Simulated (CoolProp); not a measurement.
Hydrogen chloride at several states: density (kg/m³) from the reference equation and from simpler models built on Tc = 324.7 K, pc = 8314 kPa, ω = 0.130; each cubic takes its own stable root.

Values from CoolProp's reference Helmholtz-energy equation of state, Thol 2018.

```
T (K)  p (kPa)          phase  reference  van der Waals  Soave-Redlich-Kwong  Peng-Robinson
-----  -------  -------------  ---------  -------------  -------------------  -------------
404.1     71.3            gas     0.7750         0.7749               0.7748         0.7750
664.2     1920            gas      12.76          12.79                12.70          12.74
591.6    43700  supercritical          ?              ?                    ?          336.5
182.3     2430         liquid          ?              ?                 1059              ?
478.9     1970            gas      18.51              ?                    ?          18.51
380.7       20            gas     0.2305         0.2305               0.2305         0.2305
```

Q: Complete the blanks.

A: 
- 591.6, reference: 350.8
- 591.6, van der Waals: 352.5
- 591.6, Soave-Redlich-Kwong: 318.8
- 182.3, reference: 1202
- 182.3, van der Waals: 713.2
- 182.3, Peng-Robinson: 1194
- 478.9, van der Waals: 18.52
- 478.9, Soave-Redlich-Kwong: 18.40
